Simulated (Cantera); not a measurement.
What does this Cantera script print?

```python
import numpy as np
import cantera as ct

gas_names = """
    CL CL2 H HCL H2 Si SiCL SiCL2 SiCL3 SiCL4 SiH SiHCL3 SiH2 SiH2CL2 SiH3 SiH3CL SiH4 Si2 Si3
""".split()
cond_names = """
    Si(cr) Si(L)
""".split()


# ... load() reads the species with a 1 bar reference pressure and builds the phases ...
atoms = {
    'Si': {'Si': 1},
    'HCl': {'H': 1, 'CL': 1},
    'H2': {'H': 2},
    'Cl2': {'CL': 2},
}
top_T = {}  # K; cautious upper limits of use, not melting points


# ... equilibrate(T, P, feed) seeds the gas with the atoms and calls Mixture.equilibrate('TP', solver="vcs", rtol=1e-11, max_steps=5000) ...
results = []
feed = {'Si': 1, 'HCl': 4.3, 'H2': 3.5, 'Cl2': 2.2}  # mol
P = 1100000  # Pa
for T in [573, 673, 773, 873, 973, 1073, 1173, 1273, 1373, 1473, 1573]:
    mix = equilibrate(T, P, feed)
    results.append((T, P, feed, dict(zip(mix.species_names, mix.species_moles))))

top = {s: max(r[3][s] / sum(r[3][g] for g in gas_names) for r in results) for s in gas_names}
cols = sorted((s for s in top if top[s] > 0.001), key=lambda s: -top[s])[:7]
seen = [c for c in cond_names if any(r[3].get(c, 0) > 1e-12 for r in results)]
print("log10 of partial pressures in bar; condensed amounts in mol")
print(f"{'T/K':>10s}" + "".join(f"{s[:9]:>10s}" for s in cols + seen))
for T, P, feed, n in results:
    ng = sum(n[g] for g in gas_names)
    print(f"{T:10.4g}" + "".join(f"{np.log10(max(n[s] / ng * P / 1e5, 1e-99)):10.3f}" for s in cols)
          + "".join(f"{n.get(c, 0):10.4g}" for c in seen))
```

Output:

```
log10 of partial pressures in bar; condensed amounts in mol
       T/K       HCL        H2     SiCL4    SiHCL3     SiCL3     SiCL2
       573     0.759     0.606     0.087    -4.917   -11.159   -19.049
       673     0.759     0.606     0.087    -3.965    -8.751   -14.920
       773     0.759     0.606     0.087    -3.268    -6.975   -11.876
       873     0.759     0.605     0.086    -2.737    -5.613    -9.543
       973     0.760     0.605     0.085    -2.319    -4.536    -7.701
      1073     0.760     0.605     0.083    -1.984    -3.666    -6.212
      1173     0.761     0.603     0.080    -1.710    -2.950    -4.986
      1273     0.762     0.602     0.074    -1.485    -2.353    -3.963
      1373     0.764     0.599     0.063    -1.301    -1.852    -3.102
      1473     0.767     0.595     0.045    -1.155    -1.433    -2.376
      1573     0.772     0.587     0.012    -1.051    -1.089    -1.770
```

Cantera equilibrium calculation (NASA polynomials, part measured and part estimated; ideal gas, pure solids and liquids). The tables' values for SiCl3 are old estimates; treat these amounts as uncertain.
